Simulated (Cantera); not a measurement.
A perfectly stirred reactor is fed with CO : O2 : H2O : N2 = 0.0033 : 0.0073 : 0.0076 : 1 (molar parts), equivalence ratio 0.23, at 6.42 atm; it is held at 1300 K, and followed from long to short residence time.

Model: GRI-Mech 3.0 (53 species, 325 reactions), integrated in Cantera.

Task: What does this change do: temperature 1300 to 850 K?

Result: 
| quantity | before | after |
|---|---|---|
| x(CO) at τ = 0.950 s | 3.92e-5 | 0.00324 |
| x(O2) at τ = 0.950 s | 0.00558 | 0.00717 |
| x(H2O) at τ = 0.950 s | 0.00747 | 0.00746 |
| x(NO) at τ = 0.950 s | 1.04e-7 | <1e-12 |
| x(HO2) at τ = 0.950 s | 2.29e-7 | 2.47e-9 |
| x(CO) at τ = 86.0 ms | 0.000231 | 0.00324 |
| x(O2) at τ = 86.0 ms | 0.00567 | 0.00717 |
| x(H2O) at τ = 86.0 ms | 0.00747 | 0.00746 |
| x(NO) at τ = 86.0 ms | 1.06e-7 | <1e-12 |
| x(HO2) at τ = 86.0 ms | 1.11e-6 | 1.39e-10 |
